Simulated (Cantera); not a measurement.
Input: 1 mol Si, a varied amount of HCl, 6.5 mol H₂, held at 1225 K and 0.133 bar.

Points: n(HCl) (mol) = 0.74, 0.89, 1.1, 1.3, 1.6, 1.9, 2.3, 2.7, 3.3, 4, 4.8.

Cantera's Mixture.equilibrate('TP', solver="vcs", rtol=1e-11, max_steps=5000) on the NASA tables stopped like this:

```
ERROR: FAILURE its = 5001!

*******************************************************************************
CanteraError thrown by MultiPhase::equilibrate:
VCS solver failed. Return code: -1
*******************************************************************************
```

What got this run through?

One answer among several that fit: The failure is numerical, not chemical. The same input converged with solver="gibbs", rtol=1e-10, max_steps=50000, and the result passed a check of the equilibrium conditions:
```
log10 of partial pressures in bar; condensed amounts in mol
    n(HCl)        H2       HCL     SiCL4    SiHCL3     SiCL2     SiCL3   SiH2CL2    Si(cr)
      0.74    -0.904    -2.210    -3.056    -3.256    -3.129    -3.541    -4.330    0.8651
      0.89    -0.908    -2.180    -2.928    -3.162    -3.065    -3.445    -4.270    0.8283
       1.1    -0.913    -2.148    -2.791    -3.061    -2.996    -3.342    -4.206    0.7758
       1.3    -0.917    -2.125    -2.690    -2.988    -2.946    -3.267    -4.160    0.7252
       1.6    -0.923    -2.098    -2.572    -2.902    -2.887    -3.178    -4.107    0.6485
       1.9    -0.928    -2.078    -2.480    -2.836    -2.841    -3.110    -4.067    0.5713
       2.3    -0.935    -2.058    -2.385    -2.768    -2.793    -3.038    -4.026    0.4678
       2.7    -0.941    -2.042    -2.310    -2.715    -2.756    -2.982    -3.994     0.364
       3.3    -0.949    -2.024    -2.221    -2.653    -2.712    -2.916    -3.958    0.2079
         4    -0.958    -2.009    -2.143    -2.598    -2.672    -2.857    -3.928   0.02543
       4.8    -0.978    -1.815    -2.056    -2.725    -2.994    -2.974    -4.269         0
```

The gas is ideal and each condensed phase is pure. The tables' values for SiCl3 are old estimates; treat these amounts as uncertain.
